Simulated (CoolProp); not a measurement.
R404A at 436.61 K and 0.267 MPa flows at 0.13 m/s in a round tube of 100 mm bore and 45 µm roughness, fully developed (64/Re and Nu = 3.66 if laminar; Colebrook and Gnielinski if turbulent). Each further row changes one setting.

Model: reference Helmholtz-energy equation of state, Lemmon 2003, in CoolProp. It is a pseudo-pure fit of the blend.

```json
[
 {"case": "as stated", "Reynolds number": "5360", "Darcy friction factor": "0.0372", "pressure drop (Pa/m)": "0.0228", "heat-transfer coefficient (W/(m² K))": "4.40", "mass flow (kg/h)": "26.7"},
 {"case": "velocity 0.26 m/s", "Reynolds number": "10700", "Darcy friction factor": "0.0310", "pressure drop (Pa/m)": "0.0761", "heat-transfer coefficient (W/(m² K))": "8.11", "mass flow (kg/h)": "53.4"},
 {"case": "diameter 200 mm", "Reynolds number": "10700", "Darcy friction factor": "0.0307", "pressure drop (Pa/m)": "0.00941", "heat-transfer coefficient (W/(m² K))": "4.00", "mass flow (kg/h)": "107"}
]
```

Viscosity comes from a separate model (Geller 2000). Thermal conductivity comes from a separate model (Geller 2001).
